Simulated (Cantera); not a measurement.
# N2O furnace oxynitridation

An isothermal, constant-pressure homogeneous reactor starts with N₂O : H₂ : N₂ = 1 : 0.0048 : 6.1 (molar parts), at 1623 K and 74.3 Torr.

Computed with Cantera and GRI-Mech 3.0 (53 species, 325 reactions). GRI-Mech 3.0 was tuned for natural gas; its chemistry of N2O as a main component is partial and can be far from experiment. The temperature is held fixed by assumption; the heat of reaction is taken as removed at once.

```csv
t (s),x N₂O,x H₂,x NO,x NO₂,x H₂O₂,x N₂,x H
2.00e-6,0.141,0.000676,1.41e-8,<1e-12,<1e-12,0.859,3.65e-9
9.28e-6,0.141,0.000676,2.99e-7,<1e-12,<1e-12,0.859,5.90e-8
4.31e-5,0.141,0.000674,5.92e-6,7.25e-12,<1e-12,0.859,5.20e-7
0.000200,0.140,0.000644,8.83e-5,6.02e-9,1.77e-10,0.859,2.59e-6
0.000928,0.138,0.000362,0.000668,1.69e-6,3.90e-9,0.860,5.01e-6
0.00431,0.127,2.17e-5,0.00333,1.47e-5,1.13e-9,0.865,1.37e-6
0.0200,0.0881,4.37e-7,0.0135,2.13e-5,2.84e-10,0.880,1.20e-6
0.0928,0.0176,6.85e-7,0.0310,1.70e-5,1.74e-10,0.909,1.89e-6
0.431,8.53e-5,1.25e-7,0.0345,1.89e-5,2.66e-11,0.917,1.20e-7
2.00,4.20e-7,7.88e-8,0.0345,1.96e-5,1.73e-11,0.917,6.24e-8
```
x: mole fraction; the columns are a selection and need not sum to one.

Equilibrium at this temperature and pressure: N₂O 2.63e-8, H₂ 6.75e-8, NO 0.00130, NO₂ 8.56e-7, H₂O₂ 2.00e-11, N₂ 0.933, H 5.75e-8 (gas phase only).
